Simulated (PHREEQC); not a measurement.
A solution holds 30 mmol/kgw CuSO4, 190 mmol/kgw HNO3 and 6.4 mmol/kgw Na2SO4, at 25 °C. Closed to the air; pH follows from the charge balance.

All values are PHREEQC results (ion-association model, phreeqc.dat), not measurements.

Precipitation was switched off in this run.

Problem. Estimate the pH.

Solution. pH 0.89.

Problem. In which forms is Cu present?

Solution. Cu+2 91 %, CuSO4 8.6 % of the Cu.
